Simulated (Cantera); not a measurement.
A freely propagating, adiabatic, planar premixed flame of CH4 : O2 : N2 = 1 : 1.82 : 4.73 (molar parts), unburnt at 575 K and 6.00 bar; unity-Lewis-number transport, grid criteria slope 0.08 and curve 0.16, no radiation.

Detailed kinetics in Cantera: GRI-Mech 3.0 (53 species, 325 reactions). Unity Lewis numbers drop preferential diffusion, which matters most where H2 and H carry the flame. Burning velocities carry a grid error of a few per cent, more on coarse grids.

x: mole fraction of selected species; z is measured from the peak of heat release.

```csv
z (mm),T (K),u (m/s),x CH4,x O2,x HO2,x NO,x C2H,x HCN
-0.192,576,0.890,0.132,0.241,9.37e-8,1.91e-8,<1e-8,<1e-8
-0.128,581,0.899,0.132,0.240,___,___,<1e-8,___
-0.0962,601,0.930,0.131,0.238,3.97e-6,8.41e-7,<1e-8,2.49e-7
-0.0641,722,1.12,0.122,0.226,2.22e-5,5.20e-6,<1e-8,1.43e-6
-0.0321,1259,1.99,0.0788,0.164,0.000105,3.03e-5,<1e-8,7.16e-6
-0.0160,1745,2.81,0.0382,0.105,0.000183,5.76e-5,6.90e-8,1.28e-5
0,2199,3.60,___,___,___,___,___,___
0.0160,2380,3.90,0.000215,0.0218,2.03e-5,0.000137,8.18e-7,1.13e-5
0.0321,2448,4.00,5.20e-6,0.0153,1.29e-5,0.000166,3.65e-8,3.80e-6
0.0641,2529,4.10,<1e-8,0.0112,8.59e-6,0.000204,<1e-8,4.51e-7
0.128,2605,4.20,<1e-8,0.00811,5.53e-6,0.000261,<1e-8,1.57e-8
0.256,2654,4.26,<1e-8,0.00603,3.88e-6,0.000358,<1e-8,<1e-8
0.513,2672,4.28,<1e-8,0.00517,3.27e-6,0.000529,<1e-8,<1e-8
```

Fill in the missing entries.


- -0.128, x HO2: 9.15e-7
- -0.128, x NO: 1.88e-7
- -0.128, x HCN: 5.67e-8
- 0, x CH4: 0.00589
- 0, x O2: 0.0470
- 0, x HO2: 8.11e-5
- 0, x NO: 9.46e-5
- 0, x C2H: 2.21e-6
- 0, x HCN: 1.84e-5
